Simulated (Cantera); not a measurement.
# Equilibrium for aluminium and copper etching: Al + Cl₂ + N₂

Input: 1 mol Al, 0.84 mol Cl₂, a varied amount of N₂, equilibrated at 948 K and 1330 Pa.

Method: chemical equilibrium by Gibbs-energy minimisation in Cantera with the NASA 1993 tables (ideal gas, pure condensed phases). Candidate condensed phases: Al, AlCl₃, AlN; 11 gas species. Rates play no part.

From 0.59 mol N₂ to 4.5 mol N₂ the condensed part is AlN(s). The main Al-bearing gas is AlCl₃ throughout.

```csv
n(N₂) (mol),x N₂,x AlCl₃,x Al₂Cl₆,x AlCl₂,x AlCl,x Cl,n AlN(s)
0.59,0.398,0.601,0.00103,2.30e-6,1.94e-9,1.47e-9,0.440
0.83,0.522,0.478,0.000648,1.88e-6,1.64e-9,1.43e-9,0.440
1.2,0.637,0.363,0.000375,1.52e-6,1.40e-9,1.35e-9,0.440
1.6,0.712,0.288,0.000236,1.28e-6,1.25e-9,1.27e-9,0.440
2.3,0.788,0.212,0.000128,1.02e-6,1.09e-9,1.17e-9,0.440
3.2,0.842,0.158,7.10e-5,8.32e-7,9.69e-10,1.07e-9,0.440
4.5,0.884,0.116,3.80e-5,6.70e-7,8.59e-10,9.72e-10,0.440
```
x: gas mole fraction; n: condensed amount in mol.
